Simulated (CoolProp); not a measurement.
Saturated liquid density (kg/m³) of CH3F (R41): the reference equation beside estimates from Tc = 317.3 K, pc = 5906 kPa, ω = 0.200. Rackett uses Z = 0.29056 − 0.08775 ω.

The numbers come from the reference Helmholtz-energy equation of state, Lemmon 2006 in CoolProp. It is a short technical equation, of lower accuracy than the large ones.

```json
[
 {"T (K)": "179.3", "reference": "…", "Rackett": "…", "van der Waals": "480.6", "Redlich-Kwong": "710.0"},
 {"T (K)": "186.5", "reference": "898.2", "Rackett": "764.8", "van der Waals": "473.5", "Redlich-Kwong": "698.0"},
 {"T (K)": "193.7", "reference": "883.4", "Rackett": "…", "van der Waals": "466.3", "Redlich-Kwong": "685.5"},
 {"T (K)": "200.9", "reference": "868.3", "Rackett": "…", "van der Waals": "458.8", "Redlich-Kwong": "672.5"},
 {"T (K)": "208.1", "reference": "852.7", "Rackett": "727.0", "van der Waals": "451.0", "Redlich-Kwong": "658.9"},
 {"T (K)": "215.3", "reference": "836.6", "Rackett": "713.7", "van der Waals": "442.9", "Redlich-Kwong": "644.6"},
 {"T (K)": "222.5", "reference": "820.0", "Rackett": "700.0", "van der Waals": "…", "Redlich-Kwong": "629.7"},
 {"T (K)": "229.7", "reference": "802.8", "Rackett": "685.7", "van der Waals": "425.6", "Redlich-Kwong": "614.0"},
 {"T (K)": "236.9", "reference": "784.9", "Rackett": "671.0", "van der Waals": "416.4", "Redlich-Kwong": "597.5"},
 {"T (K)": "244.1", "reference": "…", "Rackett": "655.6", "van der Waals": "406.7", "Redlich-Kwong": "580.1"},
 {"T (K)": "251.3", "reference": "746.4", "Rackett": "639.5", "van der Waals": "396.4", "Redlich-Kwong": "561.6"},
 {"T (K)": "258.5", "reference": "725.6", "Rackett": "…", "van der Waals": "385.6", "Redlich-Kwong": "…"}
]
```

Task: Fill in the missing entries.

Result: 
- 179.3, reference: 912.7
- 179.3, Rackett: 776.8
- 193.7, Rackett: 752.5
- 200.9, Rackett: 739.9
- 222.5, van der Waals: 434.4
- 244.1, reference: 766.1
- 258.5, Rackett: 622.5
- 258.5, Redlich-Kwong: 542.1

Absolute difference from the reference over all 12 rows, mean and median: Rackett 14.6 and 14.7 %, van der Waals 47.1 and 47.0 %, Redlich-Kwong 23.3 and 23.1 %.
